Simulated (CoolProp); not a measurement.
Vapour-liquid equilibrium of R227EA (1) + isobutene (2) at 47.45 °C; x and y are mole fractions of (1).

Model: multi-fluid Helmholtz-energy mixture model, Lemmon 2016 and Lemmon 2005; pair parameters Bell 2016, in CoolProp.

```
x      bubble pressure (kPa)  y at the bubble point  dew pressure at overall composition x (kPa)  liquid density (mol/L)
-----  ---------------------  ---------------------  -------------------------------------------  ----------------------
0.05                   644.6                  0.139                                        596.5                   9.774
0.125                  726.7                  0.272                                        636.8                   9.504
0.2                    785.1                  0.359                                        681.1                   9.247
0.275                  827.5                  0.424                                        728.9                   9.007
0.35                   858.8                  0.476                                        779.0                   8.783
0.425                  882.2                  0.523                                        828.3                   8.577
0.5                    899.5                  0.568                                        871.2                   8.389
0.575                  911.5                  0.614                                        901.6                   8.219
0.65                   918.0                  0.663                                        916.8                   8.066
0.725                  918.7                  0.718                                        918.3                   7.930
0.8                    912.7                  0.780                                        909.5                   7.810
0.875                  899.3                  0.851                                        893.6                   7.704
0.95                   877.4                  0.935                                        873.0                   7.611
```

y crosses x between x = 0.65 and 0.725: the model has an azeotrope there.

Pair parameters are fitted to limited data, so mixtures are less certain than the pure fluids.
